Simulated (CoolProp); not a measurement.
Values from CoolProp's reference Helmholtz-energy equation of state, Lemmon 2009.

Problem. For propane, give the phase and the density (kg/m³), cp (kJ/(kg K)), cv (kJ/(kg K)), speed of sound (m/s) at -22.05 °C and 11.8 bar; -22.05 °C and 14.2 bar.

Solution. 
- -22.05 °C and 11.8 bar: liquid; density 558, cp 2.34, cv 1.50, speed of sound 1040
- -22.05 °C and 14.2 bar: liquid; density 559, cp 2.34, cv 1.50, speed of sound 1040
